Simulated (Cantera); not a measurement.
Input: 1 mol Cu, 0.018 mol H2O, 6.2 mol CO, equilibrated at 1575 K and 7.50 Torr.

Equilibrium computed with Cantera from the NASA thermochemical tables; the gas is ideal and each condensed phase is pure. Candidate condensed phases: C, C6H6, C7H8, C8H18, Cu, CuO, Cu(OH)2, Cu2O, H2O; 113 gas species. Rates play no part.

Task: What is the equilibrium state?

Result: 
```json
{
  "x(CO)": "0.992",
  "x(CO2)": "0.00286",
  "x(H2)": "0.00285",
  "x(Cu)": "0.00273",
  "x(H2O)": "2.39e-5",
  "x(H)": "2.22e-5",
  "x(Cu2)": "1.70e-6",
  "n(Cu(l))": "0.983 mol",
  "gas_amount": "6.235 mol",
  "log10 activity of C(graphite) (absent)": "-2.92"
}
```
